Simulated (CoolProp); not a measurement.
Saturation properties of R13 (Tc = 303.0 K, pc = 3973 kPa, ω = 0.175).

The numbers come from the reference Helmholtz-energy equation of state, Platzer 1990 in CoolProp. This equation is an older, rougher fit; its heat capacities, sound speeds and derivatives of the liquid may be far off and weren't checked against measurements.

```tsv
T (K)	p (kPa)	vapour density (kg/m³)	enthalpy of vaporisation (kJ/kg)	surface tension (mN/m)	liquid viscosity (µPa s)
197.1	133.8	8.977	146.7	13.2	287
205.4	199.2	13.05	142.4	11.9	254
213.7	286.7	18.42	137.9	10.6	226
222	400.5	25.37	133.0	9.35	201
230.3	545.2	34.24	127.7	8.14	180
238.6	725.5	45.46	121.9	6.96	161
247	949.1	59.75	115.5	5.81	143
255.3	1216	77.53	108.4	4.72	127
263.6	1534	100.1	100.4	3.68	113
271.9	1909	129.1	91.20	2.70	99.0
280.2	2348	167.8	80.26	1.80	85.6
288.5	2860	222.8	66.41	0.978	71.9
296.8	3455	315.6	46.13	0.291	56.2
```

It boils at 191.7 K under 1 atm.

Viscosity comes from a separate model (Huber 2003), an estimate that may be off by 10 % or more. Surface tension comes from a separate correlation (Mulero 2012).
